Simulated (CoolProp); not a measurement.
Decamethyltetrasiloxane (MD2M) at several states: Z from the reference equation and from simpler models built on Tc = 326.2 °C, pc = 1.144 MPa, ω = 0.635; each cubic takes its own stable root.

The numbers come from the reference Helmholtz-energy equation of state, Thol 2017 in CoolProp.

```tsv
T (°C)	p (MPa)	phase	reference	van der Waals	Redlich-Kwong	Soave-Redlich-Kwong	Peng-Robinson
40.95	0.534	liquid	0.07621	0.1368	0.09259	0.08732	0.07780
17.55	1.59	liquid	0.2382	0.4261	0.2894	0.2756	0.2459
30.95	0.287	liquid	0.04183	0.07548	0.05094	0.04814	0.04290
169.55	1.66	liquid	0.1989	0.3380	0.2391	0.2203	0.1953
315.75	0.112	gas	0.9656	0.9689	0.9641	0.9633	0.9595
```
